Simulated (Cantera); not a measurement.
A closed system holds: 1 mol MgO, 0.45 mol C, 0.76 mol H2, equilibrated at 1100 °C and 4.00 bar.

Method: chemical equilibrium by Gibbs-energy minimisation in Cantera with the NASA 1993 tables (ideal gas, pure condensed phases). Candidate condensed phases: C, C6H6, C7H8, C8H18, H2O, Mg, MgCO3, MgO, Mg(OH)2; 116 gas species. The numbers say what is thermodynamically allowed, not how fast it happens.

Base state: H2 0.981, CH4 0.0194, Mg 1.91e-5, CO 1.91e-5 (mole fractions); condensed: C(graphite) + MgO(s).

**Question.** What changes in the equilibrium state with this change: pressure from 4.00 bar to 1.10 mbar?

**Answer.** 
| species | before | after |
|---|---|---|
| H2 | 0.981 | 0.861 |
| CO | 1.91e-5 | 0.0696 |
| Mg | 1.91e-5 | 0.0696 |
| CH4 | 0.0194 | 4.10e-6 |
| H | 1.65e-6 | 9.31e-5 |
| MgH | 3.37e-7 | 1.91e-5 |
| C(graphite), mol | 0.436 | 0.389 |
| MgO(s), mol | 1.000 | 0.939 |
The tables' values for MgH are old estimates; treat these amounts as uncertain.

**Question.** What changes in the equilibrium state with this change: temperature from 1100 °C to 2027 °C?

**Answer.** 
```
species            before    after
----------------  -------  -------
H2                  0.981    0.453
CO                1.91e-5    0.271
Mg                1.91e-5    0.265
CH4                0.0194  1.36e-5
MgOH                <1e-9  8.40e-5
CO2                 <1e-9  2.83e-5
Mg2                 <1e-9  2.51e-5
MgH               3.37e-7  0.00651
H                 1.65e-6  0.00326
C(graphite), mol    0.436        0
MgO(s), mol         1.000    0.549
```
The tables' values for MgH are old estimates; treat these amounts as uncertain.

**Question.** What changes in the equilibrium state with this change: temperature from 1100 °C to 1352 °C?

**Answer.** 
```tsv
species	before	after
H2	0.981	0.992
CH4	0.0194	0.00578
CO	1.91e-5	0.00130
Mg	1.91e-5	0.00127
MgH	3.37e-7	2.97e-5
H	1.65e-6	3.51e-5
C(graphite), mol	0.436	0.445
MgO(s), mol	1.000	0.999
```
The tables' values for MgH are old estimates; treat these amounts as uncertain.
